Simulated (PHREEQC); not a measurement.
Dissolve 21 mmol/kgw Cu(NO3)2, 0.24 mmol/kgw HBF4 and 5 mmol/kgw H3BO3 at 56 °C. Closed to the air; pH follows from the charge balance.

Equilibrium calculation in PHREEQC: ion-association model, phreeqc.dat.

| quantity | before | after |
|---|---|---|
| pH | 3.35 | 5.00 |
| F- (mol/kgw) | 0.000424 | 9.32e-6 |
| HF (mol/kgw) | 0.000399 | 2.42e-7 |
| CuF+ (mol/kgw) | 8.91e-5 | 4.07e-8 |
| BF(OH)3- (mol/kgw) | 1.18e-6 | 2.61e-10 |
| Cu2(OH)2+2 (mol/kgw) | 7.17e-7 | 2.81e-7 |

What was changed between the two runs?
(A) temperature from 56 to 5 °C
(B) Cu(NO3)2 from 0.021 to 0.105 mol/kgw
(C) diluted 100-fold with water
(D) 0.00027 mol/kgw KCl added

C, diluted 100-fold with water

No solid was allowed to form. At this temperature some constants are extrapolated from 25 °C, and those without enthalpy data are left unchanged. Real BF4- forms and hydrolyses slowly; the run takes it at equilibrium.
